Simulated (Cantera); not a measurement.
Input (Python, Cantera) and output of one run.

```python
import numpy as np
import cantera as ct

gas_names = """
    TaO2 N NO
""".split()
cond_names = """
    Ta(cr) Ta(L)
""".split()


# ... load() reads the species with a 1 bar reference pressure and builds the phases ...
species = {s.name: s for s in load("nasa_gas.yaml", gas_names) + load("nasa_condensed.yaml", cond_names)}
# Each term lists the table entries of one substance; the one whose range holds T is used.
reactions = {
    'TaO2(g) + 2 N(g) = Ta + 2 NO(g)':
        [(-1, ['TaO2']), (-2, ['N']), (1, ['Ta(cr)', 'Ta(L)']), (2, ['NO'])],
}


def pick(names, T):
    return next(species[n] for n in names if species[n].thermo.min_temp <= T <= species[n].thermo.max_temp)


results = []
for label, terms in reactions.items():
    print(label)
    print("     T/K   dH/kJ  dS/(J/K)   dG/kJ   log10 K")
    for T in [1323, 1423, 1523, 1623, 1723, 1823, 1923, 2023, 2123, 2223, 2323]:
        used = [(nu, pick(names, T)) for nu, names in terms]
        dH = sum(nu * s.thermo.h(T) for nu, s in used) / 1e6
        dS = sum(nu * s.thermo.s(T) for nu, s in used) / 1e3
        dG = dH - T * dS / 1e3
        logK = -dG * 1e6 / (ct.gas_constant * T * np.log(10))
        results.append((label, T, dH, dS, dG, logK, [s.name for _, s in used]))
        print(f"{T:8g} {dH:8.1f} {dS:8.1f} {dG:8.1f} {logK:8.2f}")
```

It prints:

```
TaO2(g) + 2 N(g) = Ta + 2 NO(g)
     T/K   dH/kJ  dS/(J/K)   dG/kJ   log10 K
    1323   -564.4   -128.0   -395.0    15.60
    1423   -564.3   -127.9   -382.2    14.03
    1523   -564.1   -127.8   -369.4    12.67
    1623   -563.8   -127.6   -356.7    11.48
    1723   -563.5   -127.4   -343.9    10.43
    1823   -563.1   -127.2   -331.2     9.49
    1923   -562.6   -127.0   -318.5     8.65
    2023   -562.1   -126.7   -305.8     7.90
    2123   -561.5   -126.4   -293.1     7.21
    2223   -560.9   -126.1   -280.5     6.59
    2323   -560.2   -125.8   -267.9     6.02
```

Standard-state values (1 bar) from the NASA 1993 polynomials, evaluated with Cantera. Condensed species are held in their standard states even where they would react or evaporate.
